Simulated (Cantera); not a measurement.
Input: 1 mol Si2Cl6, 0.45 mol HCl, 120 mol N2, 0.65 mol Cl2, at 10.0 mbar.

Cantera equilibrium calculation (NASA polynomials, part measured and part estimated; ideal gas, pure solids and liquids). Candidate condensed phases: NH4Cl, Si, Si3N4; 28 gas species. The feed counts by its element totals alone. N2 is the only nitrogen source here; it is nearly inert below about 1500 K, so the nitride shown seldom forms there in practice. Rates play no part.

### Question
What share of the Si ends up in condensed phases as a function of T (°C), at 752, 827, 902, 977, 1052, 1127, 1202?

### Answer
| T (°C) | Si condensed (%) | as |
|---|---|---|
| 752 | 8.6 | Si3N4(s) |
| 827 | 8.4 | Si3N4(s) |
| 902 | 7.4 | Si3N4(s) |
| 977 | 3.8 | Si3N4(s) |
| 1052 | 0.0 | - |
| 1127 | 0.0 | - |
| 1202 | 0.0 | - |
